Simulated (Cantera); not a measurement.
A perfectly stirred reactor is fed with 69.0 % NH₃, 31.0 % N₂, at 100.0 Torr; it is held at 2048 K, and followed from long to short residence time.

Detailed kinetics in Cantera: the gas-phase N/H chemistry of the illustrative SiF4/NH3 mechanism in the Surface Chemkin manual (1991). Walls and surfaces, which speed up NH3 decomposition in real reactors, are not modelled.

Question: Predict: x(NH₃) at τ = 1.00 s; x(H) at τ = 1.00 s; x(H₂) at τ = 1.00 s; x(N₂H₂) at τ = 1.00 s; x(N₂) at τ = 1.00 s; x(NH₃) at τ = 68.0 ms; x(H) at τ = 68.0 ms; x(H₂) at τ = 68.0 ms; x(N₂H₂) at τ = 68.0 ms; x(N₂) at τ = 68.0 ms.

Answer: 
```json
{
 "x(NH₃) at τ = 1.00 s": "0.0710",
 "x(H) at τ = 1.00 s": "0.000739",
 "x(H₂) at τ = 1.00 s": "0.548",
 "x(N₂H₂) at τ = 1.00 s": "4.25e-7",
 "x(N₂) at τ = 1.00 s": "0.380",
 "x(NH₃) at τ = 68.0 ms": "0.425",
 "x(H) at τ = 68.0 ms": "0.000181",
 "x(H₂) at τ = 68.0 ms": "0.234",
 "x(N₂H₂) at τ = 68.0 ms": "3.66e-6",
 "x(N₂) at τ = 68.0 ms": "0.340"
}
```
